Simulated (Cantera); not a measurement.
Charge: 1 mol trisilylamine, 2.8 mol NH3, 0.33 mol H2, equilibrated at 1750 K and 0.428 Torr.

Method: chemical equilibrium by Gibbs-energy minimisation in Cantera with the NASA 1993 tables (ideal gas, pure condensed phases). Candidate condensed phases: Si, Si3N4; 18 gas species. The feed counts by its element totals alone. The tables' values for SiN are old estimates; treat these amounts as uncertain. Gases not in the tables: Si2H6 and higher silanes. Rates play no part.

Base state: H2 0.816, N2 0.173, H 0.00880, Si 0.00263, SiH 7.51e-5, Si2N 2.29e-5, SiH2 1.70e-5, Si2 1.36e-5 (mole fractions); condensed: Si(l).

Problem. What changes in the equilibrium state with this change: temperature from 1750 K to 1700 K?

Solution. 
| species | before | after |
|---|---|---|
| H2 | 0.816 | 0.820 |
| N2 | 0.173 | 0.173 |
| H | 0.00880 | 0.00559 |
| Si | 0.00263 | 0.00119 |
| Si2 | 1.36e-5 | 5.22e-6 |
| SiH | 7.51e-5 | 3.98e-5 |
| Si(l), mol | 2.97 | 2.99 |
